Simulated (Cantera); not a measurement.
# Equilibrium for aluminium nitride and oxide growth: Al(CH3)3 + N2

Input: 1 mol Al(CH3)3, 0.89 mol N2, at 3.80 mbar.

Equilibrium computed with Cantera from the NASA thermochemical tables; the gas is ideal and each condensed phase is pure. Candidate condensed phases: Al, AlN, C, C6H6, C7H8, C8H18; 97 gas species. The feed counts by its element totals alone. Equilibrium is a limit: real reactors are often held back by kinetics, nucleation or transport.

From 1048 K to 1948 K the condensed part is AlN(s) + C(graphite).

```tsv
T (K)	x H2	x N2	x Al	x H	x HCN	n AlN(s)	n C(graphite)
1048	0.920	0.0798	<1e-12	1.20e-7	2.93e-6	1.00	3.00
1148	0.920	0.0798	<1e-12	1.11e-6	1.11e-5	1.00	3.00
1248	0.920	0.0797	3.02e-11	7.27e-6	3.37e-5	1.00	3.00
1348	0.920	0.0797	2.92e-9	3.60e-5	8.67e-5	1.00	3.00
1448	0.920	0.0797	1.49e-7	0.000143	0.000196	1.000	3.00
1548	0.920	0.0795	4.56e-6	0.000479	0.000397	1.000	3.00
1648	0.918	0.0794	9.14e-5	0.00138	0.000737	1.000	3.00
1748	0.914	0.0795	0.00129	0.00354	0.00127	0.993	2.99
1848	0.892	0.0835	0.0133	0.00812	0.00211	0.932	2.99
1948	0.770	0.114	0.0943	0.0161	0.00354	0.447	2.97
```
x: gas mole fraction; n: condensed amount in mol.
